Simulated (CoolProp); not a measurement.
A simple Rankine cycle with water: condensing at 331.15 K, boiler at 0.19 MPa, turbine inlet 406.8 K, turbine efficiency 0.6, pump efficiency 0.7, no recuperator. Each further row changes one setting.

Computed with CoolProp (reference Helmholtz-energy equation of state, Wagner 2002).

| case | thermal efficiency (%) | net work (kJ/kg) | heat in (kJ/kg) | turbine exit temperature (K) | volume ratio over the turbine |
|---|---|---|---|---|---|
| as stated | 8.8 | 220 | 2490 | 331.1 | 8.31 |
| turbine inlet 426.8 K | 8.9 | 225 | 2530 | 331.1 | 8.01 |
| condensing temperature 323.15 K | 10.0 | 251 | 2530 | 323.2 | 11.9 |
| boiler pressure 0.133 MPa | 7.6 | 189 | 2500 | 331.1 | 5.87 |
| turbine efficiency 0.5 | 7.4 | 184 | 2490 | 331.1 | 8.44 |

The expansion ends wet for: as stated; turbine inlet 426.8 K; condensing temperature 323.15 K; boiler pressure 0.133 MPa; turbine efficiency 0.5.
